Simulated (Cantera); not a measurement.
Mixture: 25.4 % H2, 15.7 % O2, 58.9 % N2, equivalence ratio 0.81, at 0.987 atm, adiabatic and at constant volume. Ignition delay is the time to a rise of 400 K.

Model: the H2/O2 subset of GRI-Mech 3.0, which has no nitrogen chemistry, integrated in Cantera.

### Question
Predict: delay at 950 K; delay at 1050 K; delay at 1150 K; delay at 1250 K; delay at 1350 K; delay at 1450 K.

### Answer
```json
{
 "delay at 950 K": "8.09 ms",
 "delay at 1050 K": "0.138 ms",
 "delay at 1150 K": "60.2 µs",
 "delay at 1250 K": "35.1 µs",
 "delay at 1350 K": "23.7 µs",
 "delay at 1450 K": "17.9 µs"
}
```
